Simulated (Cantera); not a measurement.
Feed: 1 mol BF₃, 3.8 mol O₂, equilibrated at 1300 K and 2.03 Torr.

Method: chemical equilibrium by Gibbs-energy minimisation in Cantera with the NASA 1993 tables (ideal gas, pure condensed phases). Candidate condensed phases: B, B₂O₃; 21 gas species. Equilibrium is a limit: real reactors are often held back by kinetics, nucleation or transport.

Base state: O₂ 0.792, BF₃ 0.208, F 1.87e-5 (mole fractions); condensed: gas only.

Problem. What changes in the equilibrium state with this change: temperature from 1300 K to 2223 K?

Solution. 
| species | before | after |
|---|---|---|
| O₂ | 0.792 | 0.646 |
| BF₃ | 0.208 | 0.123 |
| F | 1.87e-5 | 0.122 |
| O | 3.03e-6 | 0.0483 |
| BOF | 8.88e-6 | 0.0607 |
| BF₂ | <1e-9 | 0.000121 |
| BO₂ | <1e-9 | 1.65e-5 |
The tables' values for BF₂ are old estimates; treat these amounts as uncertain.
